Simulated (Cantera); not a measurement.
Mixture: CH₄ : O₂ : N₂ = 1 : 4.26 : 16 (molar parts), equivalence ratio 0.47, at 7.50 bar, adiabatic and at constant volume. Ignition delay is the time to a rise of 400 K.

Detailed kinetics in Cantera: GRI-Mech 3.0 (53 species, 325 reactions).

### Question
What does this change do: pressure from 7.50 bar to 10.0 bar?

### Answer
```
quantity                                                before       after
--------------------------------------------------  ----------  ----------
delay at 1175 K                                        6.18 ms     4.60 ms
delay at 1375 K                                       0.590 ms    0.455 ms
delay at 1575 K                                        90.1 µs     71.3 µs
delay at 1775 K                                        20.8 µs     16.4 µs
apparent activation energy between 1675 and 1875 K  170 kJ/mol  170 kJ/mol
```
